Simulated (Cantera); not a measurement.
An adiabatic, constant-pressure homogeneous reactor starts with C3H8 : O2 : N2 = 0.53 : 3.57 : 13.4 (molar parts), equivalence ratio 0.74, at 1498 K and 1000000 Pa.

Model: GRI-Mech 3.0 (53 species, 325 reactions), integrated in Cantera. GRI-Mech 3.0 was tuned for natural gas; its chemistry of propane as a main component is partial and can be far from experiment.

One state of this run: T (K) = 2767; x C3H8 = <1e-12; x O2 = 0.0471; x CO2 = 0.0728; x CH2CO = <1e-12; x C2H2 = <1e-12. x: mole fraction; the columns are a selection and need not sum to one.

### Question
Which value of t (s) does it belong to?
A. 0.00100
B. 1.00e-6
C. 1.00e-5
D. 3.16e-6

### Answer
A, 0.00100
